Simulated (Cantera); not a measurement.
Feed: 1 mol Pb, 0.038 mol CO, 63 mol H₂, at 6600 Pa.

These are equilibrium values from Cantera (NASA tables, ideal gas, pure condensed phases), not measurements of a reactor. Candidate condensed phases: C, C₆H₆, C₇H₈, C₈H₁₈, H₂O, Pb, PbO, PbO₂, Pb₃O₄; 113 gas species. The numbers say what is thermodynamically allowed, not how fast it happens.

**Question.** What share of the Pb ends up in condensed phases as a function of T (°C), at 427, 577, 727, 877, 1027, 1177, 1327?

**Answer.** 
| T (°C) | Pb condensed (%) | as |
|---|---|---|
| 427 | 100.0 | Pb(l) |
| 577 | 100.0 | Pb(l) |
| 727 | 98.5 | Pb(l) |
| 877 | 72.2 | Pb(l) |
| 1027 | 0.0 | - |
| 1177 | 0.0 | - |
| 1327 | 0.0 | - |
